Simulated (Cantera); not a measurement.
What does this Cantera script print?

```python
import numpy as np
import cantera as ct

gas = ct.Solution("gri30.yaml")
gas.TPX = 500, 39000, {'CH3OH': 1, 'O2': 1.07, 'N2': 4.03}
flame = ct.FreeFlame(gas, width=0.077)
flame.set_refine_criteria(ratio=3, slope=0.08, curve=0.16)
flame.transport_model = "mixture-averaged"
flame.solve(loglevel=0, auto=True)
flame.transport_model = "multicomponent"
flame.soret_enabled = True
flame.solve(loglevel=0, refine_grid=True)
z, T = flame.grid, flame.T
thick = (T[-1] - T[0]) / np.gradient(T, z).max()
show = ['CH3OH', 'O2', 'NO', 'C2H6', 'CO2', 'CH2O']
print(f"laminar burning velocity  {flame.velocity[0] * 100:.3f} cm/s")
print(f"burnt temperature         {T[-1]:.1f} K")
print(f"thermal thickness         {thick * 1e3:.4f} mm")
print(f"grid points               {len(z)}")
z0 = z[flame.heat_release_rate.argmax()]
print(f"{'z/mm':>9s}{'T/K':>9s}{'u/(m/s)':>9s}" + "".join(f"{s:>11s}" for s in show))
rows = []
for k in (-3, -2, -1.5, -1, -0.5, -0.25, 0, 0.25, 0.5, 1, 2, 4, 8):
    zz = z0 + k * thick
    rows.append([k * thick, np.interp(zz, z, T), np.interp(zz, z, flame.velocity),
                 *(np.interp(zz, z, flame.X[gas.species_index(s)]) for s in show)])
    print(f"{rows[-1][0] * 1e3:9.3f}{rows[-1][1]:9.1f}{rows[-1][2]:9.3f}" + "".join(f"{x:11.3e}" for x in rows[-1][3:]))
```

It prints:

```
laminar burning velocity  122.330 cm/s
burnt temperature         2147.6 K
thermal thickness         0.5592 mm
grid points               139
     z/mm      T/K  u/(m/s)      CH3OH         O2         NO       C2H6        CO2       CH2O
   -1.678    500.2    1.227  1.635e-01  1.749e-01  1.766e-11  1.249e-11  2.202e-07  4.237e-07
   -1.118    502.3    1.238  1.628e-01  1.739e-01  2.552e-10  3.065e-10  4.844e-06  9.029e-06
   -0.839    512.6    1.271  1.616e-01  1.721e-01  1.465e-09  2.542e-09  3.684e-05  6.698e-05
   -0.559    586.9    1.478  1.560e-01  1.646e-01  1.360e-08  3.359e-08  4.266e-04  7.463e-04
   -0.280    958.1    2.527  1.165e-01  1.301e-01  1.769e-07  3.691e-07  4.018e-03  6.668e-03
   -0.140   1325.3    3.651  6.453e-02  9.316e-02  5.613e-07  9.158e-07  9.417e-03  1.361e-02
    0.000   1689.8    4.868  1.173e-02  5.543e-02  1.251e-06  1.222e-06  1.800e-02  9.146e-03
    0.140   1826.2    5.328  3.102e-04  3.215e-02  2.004e-06  1.974e-07  2.826e-02  6.951e-04
    0.280   1859.5    5.417  1.975e-06  1.796e-02  2.655e-06  4.303e-09  3.849e-02  1.478e-05
    0.559   1891.1    5.480  1.697e-09  7.336e-03  3.587e-06  9.153e-13  5.325e-02  1.197e-07
    1.118   1923.0    5.539  1.196e-12  4.132e-03  4.798e-06  3.332e-17  6.459e-02  5.414e-10
    2.237   1959.5    5.625  9.685e-16  3.186e-03  6.439e-06 -8.063e-18  6.780e-02  4.477e-10
    4.474   2005.8    5.740  8.776e-16  2.315e-03  8.826e-06 -2.305e-18  6.791e-02  4.623e-10
```

Model: GRI-Mech 3.0 (53 species, 325 reactions), integrated in Cantera. GRI-Mech 3.0 was tuned for natural gas; its chemistry of methanol as a main component is partial and can be far from experiment. Burning velocities carry a grid error of a few per cent, more on coarse grids.
